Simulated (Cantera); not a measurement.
# Equilibrium for boron, boron nitride and boron oxide: B2O3 + H2 + N2 + H2O

Charge: 1 mol B2O3, 2.2 mol H2, 0.72 mol N2, 6.4 mol H2O, held at 0.00140 bar.

These are equilibrium values from Cantera (NASA tables, ideal gas, pure condensed phases), not measurements of a reactor. Candidate condensed phases: B, BN, B2O3, B3O3H3, H2O; 39 gas species. Gases not in the tables: H3BO3. Kinetics and transport are ignored.

```csv
T (K),x H2O,x H2,x HBO2,x N2,x H,n B2O3(l)
1375,0.564,0.219,0.144,0.0716,4.28e-5,0.263
1425,0.525,0.213,0.190,0.0698,8.42e-5,0
1475,0.526,0.213,0.189,0.0698,0.000160,0
1525,0.526,0.213,0.188,0.0698,0.000292,0
1575,0.526,0.213,0.188,0.0697,0.000512,0
1625,0.526,0.213,0.187,0.0697,0.000869,0
1675,0.526,0.212,0.186,0.0697,0.00143,0
1725,0.526,0.212,0.185,0.0697,0.00228,0
1775,0.526,0.211,0.184,0.0696,0.00355,0
1825,0.526,0.210,0.183,0.0695,0.00540,0
1875,0.524,0.209,0.181,0.0694,0.00801,0
1925,0.522,0.207,0.179,0.0692,0.0116,0
```
x: gas mole fraction; n: condensed amount in mol.

At 1375 K the condensed part is B2O3(l). From 1425 K to 1925 K nothing is condensed.
